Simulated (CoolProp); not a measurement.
Vapour-liquid equilibrium of R143a (1) + propane (2) at 304.8 K; x and y are mole fractions of (1).

Model: multi-fluid Helmholtz-energy mixture model, Lemmon and Jacobsen 2000 and Lemmon 2009; pair parameters Bell 2016, in CoolProp.

| x | bubble pressure, mixture model (MPa) | bubble pressure, Raoult's law (MPa) | y, mixture model | y, Raoult's law |
|---|---|---|---|---|
| 0.05 | 1.251 | 1.142 | 0.122 | 0.065 |
| 0.125 | 1.397 | 1.170 | 0.244 | 0.160 |
| 0.2 | 1.502 | 1.198 | 0.328 | 0.250 |
| 0.275 | 1.579 | 1.226 | 0.393 | 0.335 |
| 0.35 | 1.635 | 1.253 | 0.447 | 0.417 |
| 0.425 | 1.675 | 1.281 | 0.495 | 0.496 |
| 0.5 | 1.702 | 1.309 | 0.543 | 0.571 |
| 0.575 | 1.716 | 1.337 | 0.590 | 0.643 |
| 0.65 | 1.717 | 1.365 | 0.641 | 0.712 |
| 0.725 | 1.705 | 1.393 | 0.697 | 0.778 |
| 0.8 | 1.675 | 1.420 | 0.760 | 0.842 |
| 0.875 | 1.627 | 1.448 | 0.835 | 0.903 |
| 0.95 | 1.556 | 1.476 | 0.927 | 0.962 |

The largest gap from Raoult's law is +30.8 % in bubble pressure, at x = 0.425. y crosses x between x = 0.575 and 0.65: the model has an azeotrope there.

Pair parameters are fitted to limited data, so mixtures are less certain than the pure fluids.
